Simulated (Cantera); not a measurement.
An adiabatic, constant-pressure homogeneous reactor starts with H₂ : O₂ : N₂ = 1 : 0.333 : 1.25 (molar parts), equivalence ratio 1.5, at 1350 K and 0.454 atm. Integrator tolerance rtol = 1e-08.

Detailed kinetics in Cantera: GRI-Mech 3.0 (53 species, 325 reactions).

### Question
What does this change do: initial temperature 1350 to 1600 K?

### Answer
```json
[
 {"quantity": "time of steepest temperature rise", "before": "50.4 µs", "after": "21.2 µs"},
 {"quantity": "temperature at 0.600 s", "before": "2741 K", "after": "2814 K"},
 {"quantity": "equilibrium temperature", "before": "2741 K", "after": "2814 K"},
 {"quantity": "x(H₂) at 0.600 s", "before": "0.144 (gas-phase equilibrium 0.144)", "after": "0.144 (gas-phase equilibrium 0.144)"},
 {"quantity": "x(O₂) at 0.600 s", "before": "0.00212 (gas-phase equilibrium 0.00212)", "after": "0.00332 (gas-phase equilibrium 0.00332)"},
 {"quantity": "x(HO₂) at 0.600 s", "before": "1.07e-6 (gas-phase equilibrium 1.07e-6)", "after": "1.69e-6 (gas-phase equilibrium 1.69e-6)"},
 {"quantity": "x(NO) at 0.600 s", "before": "0.00281 (gas-phase equilibrium 0.00281)", "after": "0.00387 (gas-phase equilibrium 0.00387)"},
 {"quantity": "x(H) at 0.600 s", "before": "0.0373 (gas-phase equilibrium 0.0373)", "after": "0.0485 (gas-phase equilibrium 0.0485)"}
]
```

### Question
What does this change do: pressure from 0.454 atm to 0.395 atm?

### Answer
| quantity | before | after |
|---|---|---|
| time of steepest temperature rise | 50.4 µs | 57.8 µs |
| temperature at 0.600 s | 2741 K | 2730 K |
| equilibrium temperature | 2741 K | 2730 K |
| x(H₂) at 0.600 s | 0.144 (gas-phase equilibrium 0.144) | 0.143 (gas-phase equilibrium 0.143) |
| x(O₂) at 0.600 s | 0.00212 (gas-phase equilibrium 0.00212) | 0.00222 (gas-phase equilibrium 0.00222) |
| x(HO₂) at 0.600 s | 1.07e-6 (gas-phase equilibrium 1.07e-6) | 1.04e-6 (gas-phase equilibrium 1.04e-6) |
| x(NO) at 0.600 s | 0.00281 (gas-phase equilibrium 0.00281) | 0.00283 (gas-phase equilibrium 0.00283) |
| x(H) at 0.600 s | 0.0373 (gas-phase equilibrium 0.0373) | 0.0383 (gas-phase equilibrium 0.0383) |
